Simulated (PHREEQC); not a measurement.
Make-up at 25 °C: 0.009 mol/kgw ZnCl2 and 5.3e-05 mol/kgw NiCl2. Closed to the air; pH follows from the charge balance.

Model: ion-association model, wateq4f.dat, run in PHREEQC.

```json
{
 "pH": "5.56",
 "ionic_strength": "0.0267 mol/kgw"
}
```

```csv
species,molality,activity,log γ
Cl-,0.0179,0.0152,-0.070
Zn+2,0.00876,0.00490,-0.252
ZnCl+,0.000235,0.000201,-0.069
Ni+2,5.17e-5,2.78e-5,-0.270
ZnCl2,3.18e-6,3.20e-6,0.003
H+,3.16e-6,2.78e-6,-0.056
```

Precipitation was switched off in this run.
